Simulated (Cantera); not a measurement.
Feed: 1 mol Nb2O5, 5.8 mol H2, 4.6 mol H2O, equilibrated at 0.00133 bar.

Method: chemical equilibrium by Gibbs-energy minimisation in Cantera with the NASA 1993 tables (ideal gas, pure condensed phases). Candidate condensed phases: H2O, Nb, NbO, NbO2, Nb2O5; 12 gas species. Condensed phases not in the tables: the oxides between NbO2 and Nb2O5. Equilibrium is a limit: real reactors are often held back by kinetics, nucleation or transport. All values below are at 1175 °C.

Base state: H2 0.558, H2O 0.442, H 0.000188 (mole fractions); condensed: Nb2O5(s).

Question: What changes in the equilibrium state with this change: Nb2O5 replaced by CuO?

Answer: 
```tsv
species	before	after
H2O	0.442	0.537
H2	0.558	0.460
Cu	0	0.00249
H	0.000188	0.000171
Nb2O5(s), mol	1.00	0
Cu(l), mol	0	0.974
```
Further candidate phases: Cu, CuO, Cu(OH)2, Cu2O.
